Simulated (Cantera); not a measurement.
**Adiabatic ignition**

An adiabatic, constant-pressure homogeneous reactor starts with H2 : O2 : N2 : NO = 1 : 0.575 : 2.16 : 0.005 (molar parts), at 1400 K and 6.80 bar.

Detailed kinetics in Cantera: GRI-Mech 3.0 (53 species, 325 reactions). The hydrogen kinetics of GRI-Mech 3.0 are dated; newer H2 mechanisms differ, most at raised pressure.

| t (s) | T (K) | x H2 | x O2 | x NO | x O | x N2O | x NO2 | x N2 |
|---|---|---|---|---|---|---|---|---|
| 5.00e-6 | 2610 | 0.0382 | 0.0323 | 0.00156 | 0.0129 | 5.95e-7 | 8.63e-7 | 0.633 |
| 1.01e-5 | 2889 | 0.0245 | 0.0266 | 0.00188 | 0.00624 | 1.27e-6 | 1.06e-6 | 0.647 |
| 2.05e-5 | 2926 | 0.0221 | 0.0255 | 0.00247 | 0.00540 | 1.48e-6 | 1.36e-6 | 0.649 |
| 4.16e-5 | 2925 | 0.0221 | 0.0251 | 0.00359 | 0.00532 | 1.48e-6 | 1.97e-6 | 0.648 |
| 8.44e-5 | 2923 | 0.0223 | 0.0243 | 0.00557 | 0.00519 | 1.50e-6 | 3.01e-6 | 0.648 |
| 0.000171 | 2919 | 0.0225 | 0.0232 | 0.00847 | 0.00499 | 1.55e-6 | 4.49e-6 | 0.646 |
| 0.000347 | 2915 | 0.0227 | 0.0221 | 0.0112 | 0.00481 | 1.62e-6 | 5.84e-6 | 0.645 |
| 0.000702 | 2913 | 0.0228 | 0.0217 | 0.0124 | 0.00474 | 1.65e-6 | 6.37e-6 | 0.644 |
| 0.00142 | 2913 | 0.0228 | 0.0216 | 0.0125 | 0.00473 | 1.66e-6 | 6.42e-6 | 0.644 |
| 0.00289 | 2913 | 0.0228 | 0.0216 | 0.0125 | 0.00473 | 1.66e-6 | 6.42e-6 | 0.644 |
| 0.00585 | 2913 | 0.0228 | 0.0216 | 0.0125 | 0.00473 | 1.66e-6 | 6.42e-6 | 0.644 |
| 0.0119 | 2913 | 0.0228 | 0.0216 | 0.0125 | 0.00473 | 1.66e-6 | 6.42e-6 | 0.644 |
| 0.0240 | 2913 | 0.0228 | 0.0216 | 0.0125 | 0.00473 | 1.66e-6 | 6.42e-6 | 0.644 |
| 0.0487 | 2913 | 0.0228 | 0.0216 | 0.0125 | 0.00473 | 1.66e-6 | 6.42e-6 | 0.644 |
| 0.0987 | 2913 | 0.0228 | 0.0216 | 0.0125 | 0.00473 | 1.66e-6 | 6.42e-6 | 0.644 |
| 0.200 | 2913 | 0.0228 | 0.0216 | 0.0125 | 0.00473 | 1.66e-6 | 6.42e-6 | 0.644 |
x: mole fraction; the columns are a selection and need not sum to one.

| Property | Result |
|---|---|
| time of steepest temperature rise | 3.10 µs |
| temperature at 0.200 s | 2913 K |
| equilibrium temperature | 2913 K |
| x(H2) at 0.200 s | 0.0228 (gas-phase equilibrium 0.0228) |
| x(O2) at 0.200 s | 0.0216 (gas-phase equilibrium 0.0216) |
| x(NO) at 0.200 s | 0.0125 (gas-phase equilibrium 0.0125) |
